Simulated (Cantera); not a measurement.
Low-pressure radical oxidation in H2/O2

A perfectly stirred reactor is fed with 1.30 % H2, 59.1 % O2, 39.6 % N2, equivalence ratio 0.011, at 0.0130 bar; it is held at 1323 K, and followed from long to short residence time.

Cantera simulation using the H2/O2 subset of GRI-Mech 3.0, which has no nitrogen chemistry; the numbers are that mechanism's predictions, not measurements. Radical loss at walls, strong at low pressure, is not modelled.

```json
[
 {"τ (s)": "0.60", "x H2": "7.20e-5", "x O2": "0.585", "x H2O": "0.0124", "x H2O2": "1.37e-8", "x OH": "0.000909", "x HO2": "4.39e-7", "x H": "0.000220"},
 {"τ (s)": "0.35", "x H2": "9.54e-5", "x O2": "0.584", "x H2O": "0.0123", "x H2O2": "1.49e-8", "x OH": "0.00103", "x HO2": "4.93e-7", "x H": "0.000314"},
 {"τ (s)": "0.20", "x H2": "0.000127", "x O2": "0.583", "x H2O": "0.0121", "x H2O2": "1.59e-8", "x OH": "0.00114", "x HO2": "5.45e-7", "x H": "0.000431"},
 {"τ (s)": "0.12", "x H2": "0.000166", "x O2": "0.582", "x H2O": "0.0120", "x H2O2": "1.69e-8", "x OH": "0.00125", "x HO2": "5.88e-7", "x H": "0.000544"},
 {"τ (s)": "0.067", "x H2": "0.000230", "x O2": "0.581", "x H2O": "0.0118", "x H2O2": "1.82e-8", "x OH": "0.00136", "x HO2": "6.31e-7", "x H": "0.000670"},
 {"τ (s)": "0.039", "x H2": "0.000322", "x O2": "0.581", "x H2O": "0.0116", "x H2O2": "1.97e-8", "x OH": "0.00147", "x HO2": "6.68e-7", "x H": "0.000778"},
 {"τ (s)": "0.022", "x H2": "0.000478", "x O2": "0.580", "x H2O": "0.0113", "x H2O2": "2.19e-8", "x OH": "0.00160", "x HO2": "7.09e-7", "x H": "0.000883"},
 {"τ (s)": "0.013", "x H2": "0.000711", "x O2": "0.580", "x H2O": "0.0109", "x H2O2": "2.48e-8", "x OH": "0.00175", "x HO2": "7.50e-7", "x H": "0.000973"},
 {"τ (s)": "0.0074", "x H2": "0.00111", "x O2": "0.581", "x H2O": "0.0104", "x H2O2": "2.88e-8", "x OH": "0.00194", "x HO2": "7.97e-7", "x H": "0.00106"},
 {"τ (s)": "0.0043", "x H2": "0.00173", "x O2": "0.581", "x H2O": "0.00965", "x H2O2": "3.34e-8", "x OH": "0.00213", "x HO2": "8.39e-7", "x H": "0.00112"},
 {"τ (s)": "0.0025", "x H2": "0.00270", "x O2": "0.582", "x H2O": "0.00859", "x H2O2": "3.78e-8", "x OH": "0.00229", "x HO2": "8.70e-7", "x H": "0.00113"}
]
```
x: mole fraction; the columns are a selection and need not sum to one.
